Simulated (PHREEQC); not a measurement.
Consider water at 20 °C with 0.93 mol KOH, 0.01 mol Na2B4O7 and 0.41 mol KBr per kg of water. Closed to the air; pH follows from the charge balance.

Model: Pitzer model, pitzer.dat, run in PHREEQC.

| Quantity | Value |
|---|---|
| pH | 14.06 |
| ionic strength | 1.36 mol/kgw |
| activity of water | 0.954 |
| density | 1.079 g/cm³ |
| osmotic coefficient | 0.970 |
| total alkalinity | 950 meq/kg |

| species | molality | activity | log γ |
|---|---|---|---|
| K+ | 1.34 | 0.852 | -0.197 |
| OH- | 0.910 | 0.758 | -0.080 |
| Br- | 0.410 | 0.238 | -0.236 |
| B(OH)4- | 0.0400 | 0.0240 | -0.221 |
| Na+ | 0.0200 | 0.0114 | -0.244 |
| B(OH)3 | 5.50e-7 | 3.76e-7 | -0.165 |

No solid was allowed to form. In brines, pH and single-ion activities rest on the MacInnes convention.
